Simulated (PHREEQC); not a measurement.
Dissolve 0.0031 mol Cu(NO3)2, 0.025 mol H2SO4 and 3.5e-05 mol Na2SO4 per kg of water at 25 °C and 100 atm. Closed to the air; pH follows from the charge balance.

Computed with PHREEQC (ion-association model, phreeqc.dat).

Each row changes one thing in this solution. This is a speciation only: nothing precipitates in the calculation.

| case | pH | ionic strength (mol/kgw) | HSO4- (mol/kgw) | SO4-2 (mol/kgw) | Cu+2 (mol/kgw) | CuSO4 (mol/kgw) |
|---|---|---|---|---|---|---|
| as made | 1.52 | 0.0520 | 0.0144 | 0.00972 | 0.00223 | 0.000872 |
| Cu(NO3)2 from 0.0031 to 0.00062 mol/kgw | 1.52 | [?] | 0.0149 | 0.00990 | 0.000435 | [?] |
| 0.0024 mol/kgw NaOH added | 1.54 | [?] | 0.0140 | [?] | 0.00221 | 0.000889 |
| 0.0013 mol/kgw HNO3 added | 1.50 | 0.0531 | 0.0146 | 0.00957 | 0.00224 | 0.000856 |
| diluted 10-fold with water | 2.38 | 0.00718 | 0.000535 | 0.00192 | 0.000263 | 4.69e-5 |
| Cu(NO3)2 from 0.0031 to 0.00465 mol/kgw | 1.52 | 0.0557 | 0.0141 | 0.00962 | 0.00339 | 0.00126 |

Task: What belongs in the gaps?

Result: 
- Cu(NO3)2 from 0.0031 to 0.00062 mol/kgw, ionic strength (mol/kgw): 0.0463
- Cu(NO3)2 from 0.0031 to 0.00062 mol/kgw, CuSO4 (mol/kgw): 0.000185
- 0.0024 mol/kgw NaOH added, ionic strength (mol/kgw): 0.0527
- 0.0024 mol/kgw NaOH added, SO4-2 (mol/kgw): 0.0100

Species that the database lacks are ignored. Under pressure, the constants of complexes without a molar volume in the database are unreliable.
